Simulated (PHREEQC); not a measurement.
0.018 g of hydrous ferric oxide (600 m²/g; 0.2 weak and 0.005 strong sites per Fe, Dzombak-Morel constants, diffuse double layer) in 1 kg of water with 0.3 mol/kgw of an inert sodium salt and 0.0021 mmol/kgw Na2SeO4, at 25 °C; the pH is set by adding NaOH or the inert anion's acid. O2 is buffered at 0.21 atm. No CO2 enters from the air. Precipitation was switched off in this run.

Equilibrium calculation in PHREEQC: ion-association model, wateq4f.dat.

**Question.** Predict surface charge σ (C/m²), surface potential ψ (mV) at pH = 4.5, 9.5, 10, 10.5, 11.

**Answer.** 
| pH | surface charge σ (C/m²) | surface potential ψ (mV) |
|---|---|---|
| 4.5 | 0.310 | 117 |
| 9.5 | -0.087 | -57 |
| 10 | -0.132 | -75 |
| 10.5 | -0.185 | -91 |
| 11 | -0.244 | -105 |
